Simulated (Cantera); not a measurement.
What does this Cantera script print?

```python
import numpy as np
import cantera as ct

gas_names = """
    AL ALH ALO ALOH ALO2 ALO2H AL2 AL2O AL2O2 H HALO HO2 H2 H2O H2O2 O OH O2 O3 Si SiH SiH2 SiH3 SiH4
    SiO SiO2 Si2 Si3
""".split()
cond_names = """
    AL(cr) AL(L) AL2O3(a) AL2O3(L) AL2SiO5(an) AL6Si2O13(s) H2O(s) H2O(L) Si(cr) Si(L) SiO2(Lqz)
    SiO2(hqz) SiO2(L)
""".split()


# ... load() reads the species with a 1 bar reference pressure and builds the phases ...
atoms = {
    'SiO2': {'Si': 1, 'O': 2},
    'Al2O3': {'AL': 2, 'O': 3},
    'H2O': {'H': 2, 'O': 1},
}
top_T = {'AL2SiO5(an)': 2000, 'AL6Si2O13(s)': 2100}  # K; cautious upper limits of use, not melting points


# ... equilibrate(T, P, feed) seeds the gas with the atoms and calls Mixture.equilibrate('TP', solver="vcs", rtol=1e-11, max_steps=5000) ...
results = []
feed = {'SiO2': 1, 'Al2O3': 0.14, 'H2O': 0.67}  # mol
P = 48000  # Pa
for T in [1148, 1248, 1348, 1448, 1548, 1648, 1748, 1848, 1948, 2048]:
    mix = equilibrate(T, P, feed)
    results.append((T, P, feed, dict(zip(mix.species_names, mix.species_moles))))

top = {s: max(r[3][s] / sum(r[3][g] for g in gas_names) for r in results) for s in gas_names}
cols = sorted((s for s in top if top[s] > 0.0001), key=lambda s: -top[s])[:6]
seen = [c for c in cond_names if any(r[3].get(c, 0) > 1e-12 for r in results)]
print("log10 of partial pressures in bar; condensed amounts in mol")
print(f"{'T/K':>10s}" + "".join(f"{s[:9]:>10s}" for s in cols + seen))
for T, P, feed, n in results:
    ng = sum(n[g] for g in gas_names)
    print(f"{T:10.4g}" + "".join(f"{np.log10(max(n[s] / ng * P / 1e5, 1e-99)):10.3f}" for s in cols)
          + "".join(f"{n.get(c, 0):10.4g}" for c in seen))
```

Result:

```
log10 of partial pressures in bar; condensed amounts in mol
       T/K       H2O        H2        O2        OH         H AL2SiO5(a AL6Si2O13 SiO2(hqz)   SiO2(L)
      1148    -0.319    -5.698    -6.015    -6.838    -9.994      0.14         0      0.86         0
      1248    -0.319    -5.091    -5.414    -6.095    -8.876      0.14         0      0.86         0
      1348    -0.319    -4.572    -4.902    -5.462    -7.922         0   0.04667    0.9067         0
      1448    -0.319    -4.124    -4.461    -4.916    -7.097         0   0.04667    0.9067         0
      1548    -0.319    -3.733    -4.078    -4.440    -6.378         0   0.04667    0.9067         0
      1648    -0.319    -3.388    -3.742    -4.023    -5.745         0   0.04667    0.9067         0
      1748    -0.320    -3.083    -3.445    -3.654    -5.183         0   0.04667         0    0.9067
      1848    -0.321    -2.810    -3.181    -3.325    -4.681         0   0.04667         0    0.9067
      1948    -0.323    -2.566    -2.945    -3.031    -4.230         0   0.04667         0    0.9067
      2048    -0.326    -2.345    -2.734    -2.766    -3.823         0   0.04667         0    0.9067
```

Cantera equilibrium calculation (NASA polynomials, part measured and part estimated; ideal gas, pure solids and liquids). Mutual solubility and eutectic melting of coexisting phases are not modelled. The tables hold silica as quartz up to 1696 K and as liquid above; real silica turns to tridymite and cristobalite and melts near 1996 K. Condensed phases not in the tables: alloys, solid solutions and most ternary compounds. Gases not in the tables: Si(OH)4.
